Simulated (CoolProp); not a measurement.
Vapour-liquid equilibrium of R113 (1) + benzene (2) at 352.7 K; x and y are mole fractions of (1).

Computed with CoolProp (multi-fluid Helmholtz-energy mixture model, Marx 1992 and Thol 2012; pair parameters Bell 2016).

```csv
x,bubble pressure (bar),y at the bubble point,dew pressure at overall composition x (bar),liquid density (mol/L)
0.05,…,0.181,1.039,10.24
0.2,1.546,0.459,1.187,9.722
0.35,1.817,0.603,1.376,9.248
0.5,2.033,0.705,1.618,8.814
0.65,2.222,0.793,…,…
0.8,2.397,…,2.236,…
0.95,2.564,0.969,…,7.715
```

Question: What belongs in the gaps?

Answer: 
- 0.05, bubble pressure (bar): 1.165
- 0.65, dew pressure at overall composition x (bar): 1.915
- 0.65, liquid density (mol/L): 8.415
- 0.8, y at the bubble point: 0.879
- 0.8, liquid density (mol/L): 8.050
- 0.95, dew pressure at overall composition x (bar): 2.530

No azeotrope shows between x = 0.05 and 0.95.

The pair parameters rest on a limited set of measurements; away from them the model extrapolates.
